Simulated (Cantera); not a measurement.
Input: 1 mol Al, 1.6 mol N₂O, 630 mol N₂, equilibrated at 925 K and 0.240 Torr.

Equilibrium computed with Cantera from the NASA thermochemical tables; the gas is ideal and each condensed phase is pure. Candidate condensed phases: Al, AlN, Al₂O₃; 16 gas species. The numbers say what is thermodynamically allowed, not how fast it happens.

**Question.** What is the equilibrium state?

**Answer.** 
```
Property                             Result
--------------------------------  ---------
x(N₂)                                 1.000
x(O₂)                               7.90e-5
n(Al₂O₃(s))                       0.500 mol
gas amount                        631.6 mol
log10 activity of Al(s) (absent)     -33.44
```
